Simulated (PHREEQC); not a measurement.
A solution holds 0.0024 mol CdI2 per kg of water, at 25 °C. Closed to the air; pH follows from the charge balance.

Model: ion-association model, wateq4f.dat, run in PHREEQC.

```json
[
 {"quantity": "pH", "before": "6.47", "after": "6.03"},
 {"quantity": "ionic strength (mol/kgw)", "before": "0.00565", "after": "0.00595"},
 {"quantity": "I- (mol/kgw)", "before": "0.00399", "after": "0.00414"}
]
```

What was changed between the two runs?
A) temperature from 25 to 55 °C
B) CdI2 replaced by NaI at the same molality
C) CdI2 from 0.0024 to 0.0048 mol/kgw

A, temperature from 25 to 55 °C

No solid was allowed to form. Away from 25 °C the constants follow the database's enthalpies or fits; those with neither stay at their 25 °C values.
